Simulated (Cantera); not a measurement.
Mixture: CO : H2 : O2 : N2 = 1 : 0.9 : 2.32 : 8.71 (molar parts), equivalence ratio 0.41, at 9.87 atm, adiabatic and at constant volume. Ignition delay is the time to a rise of 400 K.

Model: GRI-Mech 3.0 (53 species, 325 reactions), integrated in Cantera. The hydrogen kinetics of GRI-Mech 3.0 are dated; newer H2 mechanisms differ, most at raised pressure. Below about 950 K walls govern HO2 and H2O2 in real vessels.

**Question.** What does this change do: pressure from 9.87 atm to 4.93 atm?

**Answer.** 
```json
[
 {"quantity": "delay at 925 K", "before": "51.3 ms", "after": "62.4 ms"},
 {"quantity": "delay at 1125 K", "before": "0.336 ms", "after": "95.2 µs"},
 {"quantity": "delay at 1325 K", "before": "6.01 µs", "after": "9.10 µs"},
 {"quantity": "delay at 1525 K", "before": "2.31 µs", "after": "4.83 µs"}
]
```
Where the delays flatten at high temperature, the 400 K rule measures the pace of heat release, not the induction time.
